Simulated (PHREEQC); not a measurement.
0.21 g of hydrous ferric oxide (600 m²/g; 0.2 weak and 0.005 strong sites per Fe, Dzombak-Morel constants, diffuse double layer) in 1 kg of water with 0.05 mol/kgw of an inert sodium salt and 2.3e-06 mol Ag2SO4, at 25 °C; the pH is set by adding NaOH or the inert anion's acid. O2 is buffered at 0.21 atm. CO2 from the air is kept out. Precipitation was switched off in this run.

Model: ion-association model, wateq4f.dat, run in PHREEQC.

Problem. Predict Ag sorbed (%), surface charge σ (C/m²) at pH = 5, 8, 8.5, 9, 11.

Solution. 
```tsv
pH	Ag sorbed (%)	surface charge σ (C/m²)
5	0.9	0.179
8	90.4	0.003
8.5	96.6	-0.010
9	98.9	-0.026
11	100.0	-0.158
```

Complexes and solids missing from the database can't appear.
